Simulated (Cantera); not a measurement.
Charge: 1 mol CH4, a varied amount of H2O, 39 mol N2, at 2050 °C and 13.3 mbar.

These are equilibrium values from Cantera (NASA tables, ideal gas, pure condensed phases), not measurements of a reactor. Candidate condensed phases: C, C6H6, C7H8, C8H18, H2O; 136 gas species. Equilibrium is a limit: real reactors are often held back by kinetics, nucleation or transport.

Q: Which condensed phases are stable at each of these points (n(H2O) (mol)): 0.2, 0.26, 0.34, 0.44, 0.58, 0.75, 0.99, 1.3, 1.7, 2.2, 2.9, 3.8, 5?

A: 
| n(H2O) (mol) | condensed phases | C condensed (%) |
|---|---|---|
| 0.2 | C(graphite) | 39.4 |
| 0.26 | C(graphite) | 32.7 |
| 0.34 | C(graphite) | 23.9 |
| 0.44 | C(graphite) | 12.9 |
| 0.58 | gas only | 0.0 |
| 0.75 | gas only | 0.0 |
| 0.99 | gas only | 0.0 |
| 1.3 | gas only | 0.0 |
| 1.7 | gas only | 0.0 |
| 2.2 | gas only | 0.0 |
| 2.9 | gas only | 0.0 |
| 3.8 | gas only | 0.0 |
| 5 | gas only | 0.0 |

From 0.2 mol H2O to 0.44 mol H2O the condensed part is C(graphite). From 0.58 mol H2O to 5 mol H2O nothing is condensed.
